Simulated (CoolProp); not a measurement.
Vapour-liquid equilibrium of CHF3 (R23) (1) + propylene (2) at 222.3 K; x and y are mole fractions of (1).

Computed with CoolProp (multi-fluid Helmholtz-energy mixture model, Penoncello 2003 and Lemmon 2013; pair parameters Bell 2016).

```json
[
 {"x": "0.05", "bubble pressure, mixture model (bar)": "1.486", "bubble pressure, Raoult's law (bar)": "1.060", "y, mixture model": "…", "y, Raoult's law": "0.218"},
 {"x": "0.125", "bubble pressure, mixture model (bar)": "2.225", "bubble pressure, Raoult's law (bar)": "1.342", "y, mixture model": "0.634", "y, Raoult's law": "0.431"},
 {"x": "0.2", "bubble pressure, mixture model (bar)": "2.780", "bubble pressure, Raoult's law (bar)": "1.623", "y, mixture model": "0.720", "y, Raoult's law": "0.570"},
 {"x": "0.275", "bubble pressure, mixture model (bar)": "3.190", "bubble pressure, Raoult's law (bar)": "1.905", "y, mixture model": "0.767", "y, Raoult's law": "0.668"},
 {"x": "0.35", "bubble pressure, mixture model (bar)": "3.491", "bubble pressure, Raoult's law (bar)": "2.186", "y, mixture model": "0.796", "y, Raoult's law": "0.741"},
 {"x": "0.425", "bubble pressure, mixture model (bar)": "3.713", "bubble pressure, Raoult's law (bar)": "2.468", "y, mixture model": "0.817", "y, Raoult's law": "0.797"},
 {"x": "0.5", "bubble pressure, mixture model (bar)": "3.883", "bubble pressure, Raoult's law (bar)": "2.749", "y, mixture model": "0.833", "y, Raoult's law": "0.841"},
 {"x": "0.575", "bubble pressure, mixture model (bar)": "4.021", "bubble pressure, Raoult's law (bar)": "3.031", "y, mixture model": "0.847", "y, Raoult's law": "0.878"},
 {"x": "0.65", "bubble pressure, mixture model (bar)": "…", "bubble pressure, Raoult's law (bar)": "3.312", "y, mixture model": "0.860", "y, Raoult's law": "0.908"},
 {"x": "0.725", "bubble pressure, mixture model (bar)": "…", "bubble pressure, Raoult's law (bar)": "3.593", "y, mixture model": "0.876", "y, Raoult's law": "0.933"},
 {"x": "0.8", "bubble pressure, mixture model (bar)": "4.371", "bubble pressure, Raoult's law (bar)": "3.875", "y, mixture model": "0.895", "y, Raoult's law": "0.955"},
 {"x": "0.875", "bubble pressure, mixture model (bar)": "4.483", "bubble pressure, Raoult's law (bar)": "4.156", "y, mixture model": "…", "y, Raoult's law": "0.974"},
 {"x": "0.95", "bubble pressure, mixture model (bar)": "4.581", "bubble pressure, Raoult's law (bar)": "4.438", "y, mixture model": "0.962", "y, Raoult's law": "0.990"}
]
```

Question: Complete the blanks.

Answer: 
- 0.05, y, mixture model: 0.427
- 0.65, bubble pressure, mixture model (bar): 4.142
- 0.725, bubble pressure, mixture model (bar): 4.257
- 0.875, y, mixture model: 0.922

The largest gap from Raoult's law is +71.3 % in bubble pressure, at x = 0.2. No azeotrope shows between x = 0.05 and 0.95.

The pair parameters rest on a limited set of measurements; away from them the model extrapolates. With so large a gap from Raoult's law the liquid may split in two, which this calculation doesn't test in full.
